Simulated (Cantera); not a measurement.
What does this Cantera script print?

```python
import numpy as np
import cantera as ct

gas_names = """
    H HO2 H2 H2O H2O2 O OH O2 O3 Si SiH SiH2 SiH3 SiH4 SiO SiO2 Si2 Si3
""".split()
cond_names = """
    H2O(s) H2O(L) Si(cr) Si(L) SiO2(Lqz) SiO2(hqz) SiO2(L)
""".split()


# ... load() reads the species with a 1 bar reference pressure and builds the phases ...
atoms = {
    'SiO2': {'Si': 1, 'O': 2},
    'H2': {'H': 2},
}
top_T = {}  # K; cautious upper limits of use, not melting points


# ... equilibrate(T, P, feed) seeds the gas with the atoms and calls Mixture.equilibrate('TP', solver="vcs", rtol=1e-11, max_steps=5000) ...
results = []
feed = {'SiO2': 1, 'H2': 120}  # mol
P = 100000  # Pa
for T in [673, 823, 973, 1123, 1273, 1423, 1573, 1723, 1873, 2023]:
    mix = equilibrate(T, P, feed)
    results.append((T, P, feed, dict(zip(mix.species_names, mix.species_moles))))
    x = sorted(zip(gas.X, gas.species_names), reverse=True)
    print(f"T = {T:g} K  P = {P:g} Pa  gas = {mix.phase_moles(0):.4g} mol")
    print("   x: " + "  ".join(f"{s} {v:.3e}" for v, s in x if v > 1e-05))
    print("   condensed (mol): " + ("  ".join(f"{mix.phase(i).name} {mix.phase_moles(i):.4g}"
          for i in range(1, mix.n_phases) if mix.phase_moles(i) > 1e-12) or "none"))
```

It prints:

```
T = 673 K  P = 100000 Pa  gas = 120 mol
   x: H2 1.000e+00
   condensed (mol): SiO2(Lqz) 1
T = 823 K  P = 100000 Pa  gas = 120 mol
   x: H2 1.000e+00
   condensed (mol): SiO2(Lqz) 1
T = 973 K  P = 100000 Pa  gas = 120 mol
   x: H2 1.000e+00
   condensed (mol): SiO2(hqz) 1
T = 1123 K  P = 100000 Pa  gas = 120 mol
   x: H2 1.000e+00
   condensed (mol): SiO2(hqz) 1
T = 1273 K  P = 100000 Pa  gas = 120 mol
   x: H2 1.000e+00
   condensed (mol): SiO2(hqz) 0.9999
T = 1423 K  P = 100000 Pa  gas = 120 mol
   x: H2 1.000e+00  H2O 1.280e-05  SiO 1.276e-05
   condensed (mol): SiO2(hqz) 0.9985
T = 1573 K  P = 100000 Pa  gas = 120 mol
   x: H2 9.997e-01  H2O 1.131e-04  SiO 1.131e-04  H 4.065e-05
   condensed (mol): SiO2(hqz) 0.9864
T = 1723 K  P = 100000 Pa  gas = 120.1 mol
   x: H2 9.985e-01  H2O 6.740e-04  SiO 6.739e-04  H 1.822e-04
   condensed (mol): SiO2(L) 0.9191
T = 1873 K  P = 100000 Pa  gas = 120.4 mol
   x: H2 9.935e-01  SiO 2.922e-03  H2O 2.922e-03  H 6.433e-04
   condensed (mol): SiO2(L) 0.6482
T = 2023 K  P = 100000 Pa  gas = 121.1 mol
   x: H2 9.816e-01  SiO 8.256e-03  H2O 8.255e-03  H 1.882e-03
   condensed (mol): none
```

Method: chemical equilibrium by Gibbs-energy minimisation in Cantera with the NASA 1993 tables (ideal gas, pure condensed phases). The tables hold silica as quartz up to 1696 K and as liquid above; real silica turns to tridymite and cristobalite and melts near 1996 K.
